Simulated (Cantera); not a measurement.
A closed system holds: 1 mol SrCl₂, 1.1 mol HCl, 160 mol H₂, at 0.00638 Torr.

These are equilibrium values from Cantera (NASA tables, ideal gas, pure condensed phases), not measurements of a reactor. Candidate condensed phases: Sr, SrCl₂; 8 gas species. Kinetics and transport are ignored.

Task: Which condensed phases are stable at each of these points (T (K)): 1048, 1098, 1148, 1198, 1248, 1298, 1348, 1398, 1448, 1498, 1548?

Result: 
```
T (K)  condensed phases  Sr condensed (%)
-----  ----------------  ----------------
1048           SrCl₂(s)              76.5
1098           gas only               0.0
1148           gas only               0.0
1198           gas only               0.0
1248           gas only               0.0
1298           gas only               0.0
1348           gas only               0.0
1398           gas only               0.0
1448           gas only               0.0
1498           gas only               0.0
1548           gas only               0.0
```

At 1048 K the condensed part is SrCl₂(s). From 1098 K to 1548 K nothing is condensed.
